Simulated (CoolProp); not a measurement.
The numbers come from the reference Helmholtz-energy equation of state, de Reuck 1990 in CoolProp.

Task: For fluorine, give the phase and the cp (kJ/(kg K)), fugacity coefficient at 104.5 K and 4.16 MPa; 137.1 K and 4.16 MPa; 234.8 K and 4.16 MPa.

Result: 
- 104.5 K and 4.16 MPa: liquid; cp 1.58, fugacity coefficient 0.146
- 137.1 K and 4.16 MPa: liquid; cp 3.04, fugacity coefficient 0.666
- 234.8 K and 4.16 MPa: gas; cp 0.885, fugacity coefficient 0.950
